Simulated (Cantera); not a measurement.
An isothermal, constant-pressure homogeneous reactor starts with 0.327 % CO, 2.49 % O₂, 3.87 % H₂O, 85.9 % N₂, 7.39 % H₂, at 900 K and 0.110 bar.

Computed with Cantera and GRI-Mech 3.0 (53 species, 325 reactions). Radical loss at walls, strong at low pressure, is not modelled. Below about 950 K walls govern HO2 and H2O2 in real vessels. The temperature is held fixed by assumption; the heat of reaction is taken as removed at once.

One state of this run: x CO = 0.00155; x O₂ = 5.00e-10; x H₂O = 0.0890; x N₂O = 4.09e-11; x O = 1.78e-10; x H₂O₂ = 3.84e-12. x: mole fraction; the columns are a selection and need not sum to one.

Q: Which value of t (s) does it belong to?
A) 8.58
B) 0.0632
C) 2.51
D) 0.0185

A: C, 2.51
